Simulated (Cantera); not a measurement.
An isothermal, constant-pressure homogeneous reactor starts with CH4 : H2 = 1 : 13 (molar parts), at 1673 K and 0.165 Torr.

Model: GRI-Mech 3.0 (53 species, 325 reactions), integrated in Cantera. GRI-Mech 3.0 stops at C3 and has no aromatics, soot or wall deposition, so with more carbon than oxygen in the feed, carbon stays in small species such as C2H2 where larger ones or solid carbon would form. Radical loss at walls, strong at low pressure, is not modelled.

x: mole fraction; the columns are a selection and need not sum to one.

| t (s) | x CH4 | x H2 | x C2H | x C2H4 | x H |
|---|---|---|---|---|---|
| 1.00e-6 | 0.0714 | 0.929 | <1e-12 | <1e-12 | 2.34e-10 |
| 1.09e-5 | 0.0714 | 0.929 | <1e-12 | <1e-12 | ? |
| 0.000119 | 0.0714 | 0.929 | <1e-12 | <1e-12 | 2.75e-8 |
| 0.00130 | 0.0714 | 0.929 | <1e-12 | <1e-12 | 2.78e-7 |
| 0.0141 | 0.0714 | 0.929 | <1e-12 | 4.60e-11 | 2.65e-6 |
| 0.154 | 0.0714 | 0.929 | <1e-12 | 7.53e-8 | 2.82e-5 |
| 1.68 | 0.0707 | 0.928 | 6.36e-11 | 6.24e-5 | 0.000315 |
| 18.3 | ? | 0.947 | ? | ? | ? |
| 200 | 0.00152 | 0.963 | 5.51e-7 | 1.31e-6 | 0.00333 |

Problem. Complete the blanks.

Solution. 
- 1.09e-5, x H: 2.55e-9
- 18.3, x CH4: 0.0341
- 18.3, x C2H: 1.25e-7
- 18.3, x C2H4: 0.000140
- 18.3, x H: 0.00144
